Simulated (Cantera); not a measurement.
A closed system holds: 1 mol B2O3, 1.9 mol F2, 9.1 mol O2, equilibrated at 1600 K and 16.0 Pa.

These are equilibrium values from Cantera (NASA tables, ideal gas, pure condensed phases), not measurements of a reactor. Candidate condensed phases: B, B2O3; 21 gas species. Rates play no part.

Base state: O2 0.833, BOF 0.0914, BF3 0.0744, O 0.00105, F 0.000412, BOF2 5.21e-5 (mole fractions); condensed: gas only.

### Question
What changes in the equilibrium state with this change: temperature from 1600 K to 1325 K?

### Answer
```csv
species,before,after
O2,0.833,0.834
BOF,0.0914,0.0913
BF3,0.0744,0.0747
O,0.00105,1.99e-5
F,0.000412,1.72e-6
BOF2,5.21e-5,3.10e-5
```
